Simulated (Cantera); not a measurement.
Standard-state values (1 bar) from the NASA 1993 polynomials, evaluated with Cantera. Values are per mole of reaction as written; species without (g) are pure solids or liquids, kept so even where they would boil at 1 bar.

C + 4 F(g) = CF4(g)

| T (K) | ΔH° (kJ) | ΔS° (J/K) | ΔG° (kJ) | log10 K |
|---|---|---|---|---|
| 300 | ? | ? | ? | ? |
| 623 | ? | ? | ? | ? |
| 723 | -1260.5 | -401.5 | -970.2 | 70.09 |
| 823 | -1261.7 | -403.0 | -930.0 | 59.02 |
| 923 | -1262.7 | -404.2 | -889.6 | 50.34 |
| 1023 | -1263.5 | -405.0 | -849.2 | 43.36 |

Question: Complete the blanks.

Answer: 
- 300, ΔH° (kJ): -1250.7
- 300, ΔS° (J/K): -379.6
- 300, ΔG° (kJ): -1136.9
- 300, log10 K: 197.94
- 623, ΔH° (kJ): -1259.0
- 623, ΔS° (J/K): -399.3
- 623, ΔG° (kJ): -1010.3
- 623, log10 K: 84.70
